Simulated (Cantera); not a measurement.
What does this Cantera script print?

```python
import numpy as np
import cantera as ct

gas_names = """
    C3H8 CS2 C2H6 C6H6 H2S H C2H2,acetylene C2H4
""".split()
cond_names = """
    S(cr1) S(cr2) S(L) C(gr)
""".split()


# ... load() reads the species with a 1 bar reference pressure and builds the phases ...
species = {s.name: s for s in load("nasa_gas.yaml", gas_names) + load("nasa_condensed.yaml", cond_names)}
# Each term lists the table entries of one substance; the one whose range holds T is used.
reactions = {
    '3 C3H8(g) + 2 S = CS2(g) + 4 C2H6(g)':
        [(-3, ['C3H8']), (-2, ['S(cr1)', 'S(cr2)', 'S(L)']), (1, ['CS2']), (4, ['C2H6'])],
    'C6H6(g) + 3 S = 6 C + 3 H2S(g)':
        [(-1, ['C6H6']), (-3, ['S(cr1)', 'S(cr2)', 'S(L)']), (6, ['C(gr)']), (3, ['H2S'])],
    '12 S + C6H6(g) = 6 H(g) + 6 CS2(g)':
        [(-12, ['S(cr1)', 'S(cr2)', 'S(L)']), (-1, ['C6H6']), (6, ['H']), (6, ['CS2'])],
    '2 C2H2(g) = 2 C + C2H4(g)':
        [(-2, ['C2H2,acetylene']), (2, ['C(gr)']), (1, ['C2H4'])],
}


def pick(names, T):
    return next(species[n] for n in names if species[n].thermo.min_temp <= T <= species[n].thermo.max_temp)


results = []
for label, terms in reactions.items():
    print(label)
    print("     T/K   dH/kJ  dS/(J/K)   dG/kJ   log10 K")
    for T in [300, 425, 500, 575, 650, 725, 800, 875]:
        used = [(nu, pick(names, T)) for nu, names in terms]
        dH = sum(nu * s.thermo.h(T) for nu, s in used) / 1e6
        dS = sum(nu * s.thermo.s(T) for nu, s in used) / 1e3
        dG = dH - T * dS / 1e3
        logK = -dG * 1e6 / (ct.gas_constant * T * np.log(10))
        results.append((label, T, dH, dS, dG, logK, [s.name for _, s in used]))
        print(f"{T:8g} {dH:8.1f} {dS:8.1f} {dG:8.1f} {logK:8.2f}")
```

Result:

```
3 C3H8(g) + 2 S = CS2(g) + 4 C2H6(g)
     T/K   dH/kJ  dS/(J/K)   dG/kJ   log10 K
     300     95.6    279.7     11.6    -2.03
     425     88.5    261.1    -22.5     2.77
     500     84.5    252.6    -41.8     4.36
     575     80.6    245.2    -60.4     5.49
     650     77.2    239.7    -78.6     6.32
     725     74.4    235.5    -96.4     6.95
     800     71.7    232.0   -113.9     7.44
     875     68.7    228.5   -131.2     7.83
C6H6(g) + 3 S = 6 C + 3 H2S(g)
     T/K   dH/kJ  dS/(J/K)   dG/kJ   log10 K
     300   -144.4    286.4   -230.3    40.10
     425   -152.4    265.7   -265.3    32.61
     500   -156.8    256.3   -284.9    29.76
     575   -161.1    248.2   -303.8    27.60
     650   -164.6    242.4   -322.2    25.89
     725   -167.4    238.3   -340.2    24.51
     800   -170.0    234.9   -358.0    23.37
     875   -173.0    231.4   -375.4    22.41
12 S + C6H6(g) = 6 H(g) + 6 CS2(g)
     T/K   dH/kJ  dS/(J/K)   dG/kJ   log10 K
     300   1926.9   1462.5   1488.1  -259.10
     425   1899.8   1393.8   1307.4  -160.69
     500   1886.6   1365.3   1204.0  -125.77
     575   1873.6   1340.9   1102.5  -100.16
     650   1864.0   1325.3   1002.6   -80.57
     725   1857.4   1315.6    903.6   -65.10
     800   1851.2   1307.5    805.2   -52.57
     875   1843.0   1297.7    707.5   -42.24
2 C2H2(g) = 2 C + C2H4(g)
     T/K   dH/kJ  dS/(J/K)   dG/kJ   log10 K
     300   -403.9   -171.2   -352.6    61.39
     425   -407.2   -180.3   -330.6    40.63
     500   -408.7   -183.6   -316.9    33.11
     575   -409.9   -185.8   -303.1    27.53
     650   -410.7   -187.1   -289.1    23.23
     725   -411.2   -187.9   -275.0    19.81
     800   -411.6   -188.3   -260.9    17.03
     875   -411.7   -188.6   -246.8    14.73
```

Cantera with NASA thermochemical tables; ideal gases at 1 bar, condensed phases pure. Condensed species are held in their standard states even where they would react or evaporate.
